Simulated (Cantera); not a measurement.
Input: 1 mol Mg(OH)2, 0.046 mol CO2, 0.62 mol O2, at 1798 K.

These are equilibrium values from Cantera (NASA tables, ideal gas, pure condensed phases), not measurements of a reactor. Candidate condensed phases: C, C6H6, C7H8, C8H18, H2O, Mg, MgCO3, MgO, Mg(OH)2; 116 gas species. Rates play no part.

Problem. At 0.560 bar, list the 7 most abundant gas species with their mole fractions, and the condensed phases.

Solution. H2O 0.599, O2 0.371, CO2 0.0276, OH 0.00222, O 9.72e-5, H2 6.94e-5, CO 1.22e-5. Condensed: MgO(s).
